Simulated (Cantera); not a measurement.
Source: NASA polynomial tables (part measured, part estimated), evaluated in Cantera. Values are per mole of reaction as written; species without (g) are pure solids or liquids, kept so even where they would boil at 1 bar.

6 H2(g) + P4O10(g) ⇌ 10 O(g) + 4 PH3(g), with ΔH° = 5417.6 kJ and ΔS° = 1263.7 J/K at 300 K.

Q: How far is the shortcut ΔG° ≈ ΔH°(300 K) − T·ΔS°(300 K) from the full temperature-dependent value at 1850, 1950, 2050, 2150, 2250, 2350, 2450, 2550, 2650 K?

A: 
```
T (K)  shortcut (kJ)  full (kJ)  difference (kJ)  difference in log10 K
-----  -------------  ---------  ---------------  ---------------------
1850          3079.7     3120.6            -41.0                   1.16
1950          2953.3     2998.2            -45.0                   1.20
2050          2826.9     2875.9            -49.0                   1.25
2150          2700.5     2753.7            -53.2                   1.29
2250          2574.2     2631.6            -57.4                   1.33
2350          2447.8     2509.5            -61.7                   1.37
2450          2321.4     2387.5            -66.1                   1.41
2550          2195.0     2265.5            -70.5                   1.44
2650          2068.7     2143.7            -75.0                   1.48
```
The shortcut ignores the heat-capacity change of the reaction.
